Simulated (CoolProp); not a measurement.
Computed with CoolProp (reference Helmholtz-energy equation of state, Akasaka 2023).

Give the vapour pressure (MPa), vapour density (kg/m³), enthalpy of vaporisation (kJ/kg) of saturated R1336mzz(E) at 52.55, 90.25 °C.


| T (°C) | p (MPa) | vapour density (kg/m³) | enthalpy of vaporisation (kJ/kg) |
|---|---|---|---|
| 52.55 | 0.463 | 32.8 | 128 |
| 90.25 | 1.21 | 92.5 | 98.2 |
